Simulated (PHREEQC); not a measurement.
Solution (25 °C): 7.5 mmol/kgw Cu(BF4)2 and 22 mmol/kgw HNO3. Closed to the air; pH follows from the charge balance.

Model: ion-association model, wateq4f.dat, run in PHREEQC.

### Question
The ionic strength comes out as 0.0431 mol/kgw. What activity coefficients do CuF+, HF2-, Cu+2, H+, BF2(OH)2- get?

### Answer
CuF+ 0.83, HF2- 0.82, Cu+2 0.50, H+ 0.86, BF2(OH)2- 0.81.

Precipitation was switched off in this run. Real BF4- forms and hydrolyses slowly; the run takes it at equilibrium.
